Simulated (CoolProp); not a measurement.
Isopentane along the isotherm 433.4 K: Z from the reference equation and from simpler models built on Tc = 460.3 K, pc = 33.78 bar, ω = 0.227; each cubic takes its own stable root.

The numbers come from the reference Helmholtz-energy equation of state, Lemmon 2006 in CoolProp. It is a short technical equation, of lower accuracy than the large ones.

| p (bar) | phase | reference | Redlich-Kwong | Soave-Redlich-Kwong |
|---|---|---|---|---|
| 3.62 | gas | 0.9536 | 0.9552 | 0.9542 |
| 7.24 | gas | 0.9033 | 0.9073 | 0.9049 |
| 10.9 | gas | 0.8471 | 0.8546 | 0.8506 |
| 14.5 | gas | 0.7844 | 0.7971 | 0.7908 |
| 18.1 | gas | 0.7101 | 0.7310 | 0.7213 |
| 25.3 | liquid | 0.1192 | 0.1499 | 0.1426 |
| 29 | liquid | 0.1348 | 0.1661 | 0.1594 |
| 32.6 | liquid | 0.1499 | 0.1819 | 0.1755 |
| 36.2 | liquid | 0.1649 | 0.1977 | 0.1915 |
| 39.8 | liquid | 0.1797 | 0.2133 | 0.2073 |
| 43.4 | liquid | 0.1944 | 0.2289 | 0.2229 |
| 47.1 | liquid | 0.2094 | 0.2447 | 0.2387 |
| 50.7 | liquid | 0.2238 | 0.2599 | 0.2540 |
